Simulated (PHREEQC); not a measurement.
A made-up water analysis in mg/L, 20 °C, pH 6.79, pe 9.2:

| constituent | mg/L |
|---|---|
| Na | 0.0152 |
| K | 0.00228 |
| Ca | 0.0198 |
| Mg | 0.00863 |
| Cl | 0.0557 |
| S(6) as SO4 | 0.0265 |
| Alkalinity as HCO3 | 0.0189 |
| Cu(2) | 0.000398 |
| Li | 2.83e-05 |
| Si as SiO2 | 0.000542 |

Na is adjusted to close the charge balance.
Valence states are taken as typed.

Model: ion-association model, phreeqc.dat, run in PHREEQC.

Precipitation was switched off in this run.

### Question
Order these Cu species by the share of Cu that they hold, largest first: Cu(OH)2, CuOH+, Cu+2.

### Answer
Cu+2 (54 %), Cu(OH)2 (43 %), CuOH+ (3.3 %)

The ionic strength is 3.72e-6 mol/kgw. Species that the database lacks are ignored. The database's constant for dissolved Cu(OH)2 is higher than later reviews accept.
